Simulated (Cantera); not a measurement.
Feed: 1 mol Fe(CO)5, 23 mol H2, equilibrated at 1 atm.

These are equilibrium values from Cantera (NASA tables, ideal gas, pure condensed phases), not measurements of a reactor. Candidate condensed phases: C, C6H6, C7H8, C8H18, Fe, Fe(CO)5, FeO, Fe(OH)2, Fe(OH)3, Fe2O3, Fe3O4, H2O; 114 gas species. Equilibrium is a limit: real reactors are often held back by kinetics, nucleation or transport.

x: gas mole fraction; n: condensed amount in mol.

```json
[
 {"T (K)": "1298", "x H2": "0.818", "x CO": "0.176", "x CH4": "0.00287", "x H2O": "0.00256", "x CO2": "___", "x H": "9.63e-7", "n Fe(γ)": "1.00"},
 {"T (K)": "1348", "x H2": "0.819", "x CO": "0.177", "x CH4": "0.00194", "x H2O": "0.00175", "x CO2": "___", "x H": "2.08e-6", "n Fe(γ)": "1.00"},
 {"T (K)": "1398", "x H2": "0.820", "x CO": "0.178", "x CH4": "0.00135", "x H2O": "0.00123", "x CO2": "___", "x H": "4.26e-6", "n Fe(γ)": "1.00"},
 {"T (K)": "1448", "x H2": "0.820", "x CO": "0.178", "x CH4": "0.000963", "x H2O": "0.000884", "x CO2": "___", "x H": "8.29e-6", "n Fe(γ)": "1.000"},
 {"T (K)": "1498", "x H2": "0.821", "x CO": "0.178", "x CH4": "0.000702", "x H2O": "0.000650", "x CO2": "___", "x H": "1.55e-5", "n Fe(γ)": "1.000"},
 {"T (K)": "1548", "x H2": "0.821", "x CO": "0.178", "x CH4": "0.000522", "x H2O": "0.000488", "x CO2": "___", "x H": "2.77e-5", "n Fe(γ)": "1.000"},
 {"T (K)": "1598", "x H2": "0.821", "x CO": "0.178", "x CH4": "0.000395", "x H2O": "0.000374", "x CO2": "___", "x H": "4.79e-5", "n Fe(γ)": "1.000"}
]
```

Problem. Fill in the missing entries.

Solution. 
- 1298, x CO2: 0.000314
- 1348, x CO2: 0.000193
- 1398, x CO2: 0.000123
- 1448, x CO2: 8.09e-5
- 1498, x CO2: 5.47e-5
- 1548, x CO2: 3.80e-5
- 1598, x CO2: 2.71e-5
